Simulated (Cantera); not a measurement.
What does this Cantera script print?

```python
import numpy as np
import cantera as ct

gas = ct.Solution("gri30.yaml", transport_model="mixture-averaged")
show = ['O', 'C2H2', 'CH4']

rows = []
print(f"{'T/K':>7s}{'rho':>11s}{'cp':>10s}{'mu':>11s}{'lambda':>11s}{'Pr':>7s}" + "".join(f"{'D_' + s:>11s}" for s in show))
for T in [400, 500, 600, 700, 800, 900]:
    gas.TPX = T, 26000, {'H2O': 0.22, 'O2': 0.74}
    Pr = gas.cp_mass * gas.viscosity / gas.thermal_conductivity
    D = [gas.mix_diff_coeffs_mole[gas.species_index(s)] for s in show]
    rows.append([gas.density, gas.cp_mass, gas.viscosity, gas.thermal_conductivity, Pr, *D])
    print(f"{T:7g}{gas.density:11.4e}{gas.cp_mass:10.1f}{gas.viscosity:11.4e}"
          f"{gas.thermal_conductivity:11.4e}{Pr:7.3f}" + "".join(f"{d:11.4e}" for d in D))
print("SI units: kg/m3, J/kg/K, Pa s, W/m/K, m2/s")
```

Output:

```
    T/K        rho        cp         mu     lambda     Pr        D_O     D_C2H2      D_CH4
    400 2.2510e-01    1079.1 2.3021e-05 3.4548e-02  0.719 2.1986e-04 1.1099e-04 1.4870e-04
    500 1.8008e-01    1112.4 2.7408e-05 4.2668e-02  0.715 3.2374e-04 1.6606e-04 2.2122e-04
    600 1.5007e-01    1148.0 3.1491e-05 5.0763e-02  0.712 4.4240e-04 2.2940e-04 3.0443e-04
    700 1.2863e-01    1181.8 3.5334e-05 5.8766e-02  0.711 5.7482e-04 3.0037e-04 3.9751e-04
    800 1.1255e-01    1211.8 3.8981e-05 6.6640e-02  0.709 7.2024e-04 3.7850e-04 4.9989e-04
    900 1.0004e-01    1238.0 4.2465e-05 7.4372e-02  0.707 8.7803e-04 4.6339e-04 6.1107e-04
SI units: kg/m3, J/kg/K, Pa s, W/m/K, m2/s
```

Computed with Cantera and GRI-Mech 3.0 (53 species, 325 reactions). Polar gases are described roughly by these parameters.
